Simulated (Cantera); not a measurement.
Feed: 1 mol Si, 0.0039 mol O2, 4 mol N2, 0.52 mol CO2, at 1948.15 K and 1.50 Pa.

Cantera equilibrium calculation (NASA polynomials, part measured and part estimated; ideal gas, pure solids and liquids). Candidate condensed phases: C, Si, SiC, SiO2, Si2N2O, Si3N4; 34 gas species. The tables' values for SiN are old estimates; treat these amounts as uncertain. Kinetics and transport are ignored.

Base state: N2 0.725, SiO 0.0957, CO 0.0942, Si 0.0853, SiN 8.31e-5, Si2 4.28e-5, Si2C 2.26e-5 (mole fractions); condensed: gas only.

Question: What changes in the equilibrium state with this change: pressure from 1.50 Pa to 1.00 bar?

Answer: 
```
species          before    after
--------------  -------  -------
N2                0.725    0.860
CO               0.0942    0.127
SiO              0.0957   0.0135
Si               0.0853  4.62e-7
Si2             4.28e-5    <1e-9
Si2C            2.26e-5    <1e-9
CO2               <1e-9  1.56e-5
Si2N2O(s), mol        0    0.472
```
